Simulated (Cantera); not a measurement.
Mixture: CH₄ : CO : O₂ : N₂ = 1 : 2.7 : 2.83 : 10.7 (molar parts), equivalence ratio 1.2, at 210000 Pa, adiabatic and at constant pressure. Ignition delay is the time to a rise of 400 K.

Computed with Cantera and GRI-Mech 3.0 (53 species, 325 reactions).

Problem. Predict: delay at 1225 K; delay at 1325 K; delay at 1425 K; delay at 1525 K; apparent activation energy between 1475 and 1575 K.

Solution. 
* **delay at 1225 K**: 23.6 ms
* **delay at 1325 K**: 5.54 ms
* **delay at 1425 K**: 1.53 ms
* **delay at 1525 K**: 0.504 ms
* **apparent activation energy between 1475 and 1575 K**: 200 kJ/mol
